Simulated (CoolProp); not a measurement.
Vapour pressure (MPa) of R245ca: the reference equation beside estimates from Tc = 174.4 °C, pc = 3.941 MPa, ω = 0.355. Clausius-Clapeyron is anchored at 48.65 °C with a constant enthalpy of vaporisation of 25.53 kJ/mol.

Values from CoolProp's reference Helmholtz-energy equation of state, Zhou 2016.

```
T (°C)  reference  Clausius-Clapeyron  Soave-Redlich-Kwong  Peng-Robinson
------  ---------  ------------------  -------------------  -------------
-24.35   0.009148             0.01406             0.009293       0.009783
-12.15    0.01839             0.02503              0.01849        0.01918
-0.05     0.03404             0.04215              0.03404        0.03489
12.15     0.05934             0.06817              0.05918        0.06007
24.35     0.09781              0.1060              0.09753        0.09820
36.55      0.1537              0.1591               0.1535         0.1536
48.65      0.2310              0.2310               0.2313         0.2303
60.85      0.3364              0.3274               0.3378         0.3350
73.05      0.4750              0.4526               0.4786         0.4734
85.15      0.6515              0.6106               0.6585         0.6502
97.35      0.8754              0.8096               0.8876         0.8757
109.55      1.153               1.054                1.172          1.156
```

Absolute difference from the reference over all 12 rows, mean and median: Clausius-Clapeyron 14.2 and 7.9 %, Soave-Redlich-Kwong 0.7 and 0.5 %, Peng-Robinson 1.4 and 0.4 %.
